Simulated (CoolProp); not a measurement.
Model: reference Helmholtz-energy equation of state, Gao 2016, in CoolProp.

Question: For sulfur dioxide, give the phase and the cv (kJ/(kg K)) at -3.45 °C and 0.101 MPa; 124.25 °C and 0.101 MPa; 156.15 °C and 0.101 MPa.

Answer: 
- -3.45 °C and 0.101 MPa: gas; cv 0.498
- 124.25 °C and 0.101 MPa: gas; cv 0.550
- 156.15 °C and 0.101 MPa: gas; cv 0.566
